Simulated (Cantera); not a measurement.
Feed: 1 mol Ta2O5, a varied amount of H2, at 640 Pa.

Equilibrium computed with Cantera from the NASA thermochemical tables; the gas is ideal and each condensed phase is pure. Candidate condensed phases: H2O, Ta, Ta2O5; 12 gas species. Mutual solubility and eutectic melting of coexisting phases are not modelled. Condensed phases not in the tables: N, O or C dissolved in the metal. Kinetics and transport are ignored.

Q: What condenses at these points (T in °C, n(H2) in mol): (1877, 1200); (1277, 420); (977, 34); (1177, 99); (1877, 200)?

A: 
```csv
T (°C),n(H2) in mol,condensed phases,Ta condensed (%)
1877,1200,Ta,34.1
1277,420,Ta + Ta2O5,100.0
977,34,Ta2O5,100.0
1177,99,Ta + Ta2O5,100.0
1877,200,Ta + Ta2O5,79.8
```
